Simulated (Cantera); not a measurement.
A Cantera script and its output.

```python
import numpy as np
import cantera as ct

gas = ct.Solution("gri30.yaml")
gas.TPX = 425, 500000, {'CH4': 1, 'O2': 1.25, 'N2': 7.5}
inlet = ct.Reservoir(gas, clone=True)
gas.equilibrate("HP")  # start burning
reactor = ct.IdealGasConstPressureReactor(gas, energy="on", clone=False)
exhaust = ct.Reservoir(gas, clone=True)
tau = [0.097, 0.035, 0.013, 0.0046, 0.0017, 0.00061, 0.00022, 8e-05, 2.9e-05, 1e-05][0]
for a, b in ((inlet, reactor), (reactor, exhaust)):
    ct.MassFlowController(a, b, mdot=lambda t: reactor.mass / tau)
net = ct.ReactorNet([reactor])
show = ['CH4', 'O2', 'NO2', 'CH3', 'NO', 'HCO', 'H']

rows = []
print(f"{'tau/s':>10s}{'T/K':>9s}" + "".join(f"{s:>11s}" for s in show))
for tau in [0.097, 0.035, 0.013, 0.0046, 0.0017, 0.00061, 0.00022, 8e-05, 2.9e-05, 1e-05]:
    net.initial_time = 0.0
    net.advance(30 * tau)
    before = gas.X
    net.advance(40 * tau)
    drift = np.max(np.abs(gas.X - before) / (gas.X + 1e-9))
    rows.append([gas.T, *gas[show].X, drift])
    print(f"{tau:10.3e}{gas.T:9.1f}" + "".join(f"{x:11.3e}" for x in gas[show].X))
```

It prints:

```
     tau/s      T/K        CH4         O2        NO2        CH3         NO        HCO          H
 9.700e-02   1632.3  1.219e-02  1.776e-03  2.352e-11  8.309e-05  3.129e-08  8.317e-09  1.329e-05
 3.500e-02   1614.2  1.360e-02  3.757e-03  4.878e-11  1.176e-04  2.951e-08  2.026e-08  1.625e-05
 1.300e-02   1567.8  1.564e-02  8.204e-03  1.006e-10  1.528e-04  2.262e-08  6.019e-08  1.849e-05
 4.600e-03    425.0  1.026e-01  1.282e-01 -9.630e-23  4.598e-24 -3.433e-26 -6.472e-37  1.379e-35
 1.700e-03    425.0  1.026e-01  1.282e-01 -4.856e-26  2.568e-24 -1.731e-29  4.215e-39  1.023e-37
 6.100e-04    425.0  1.026e-01  1.282e-01 -3.067e-27  1.025e-24 -1.093e-30 -1.040e-39  1.051e-40
 2.200e-04    425.0  1.026e-01  1.282e-01 -1.937e-28  3.760e-25 -6.906e-32 -1.051e-42 -3.239e-39
 8.000e-05    425.0  1.026e-01  1.282e-01 -1.224e-29  1.369e-25 -4.362e-33 -6.840e-44 -3.768e-40
 2.900e-05    425.0  1.026e-01  1.282e-01 -7.731e-31  4.967e-26 -2.755e-34 -4.321e-45 -2.663e-41
 1.000e-05    425.0  1.026e-01  1.282e-01 -4.883e-32  1.728e-26 -1.741e-35 -2.729e-46  1.371e-41
```

Model: GRI-Mech 3.0 (53 species, 325 reactions), integrated in Cantera.
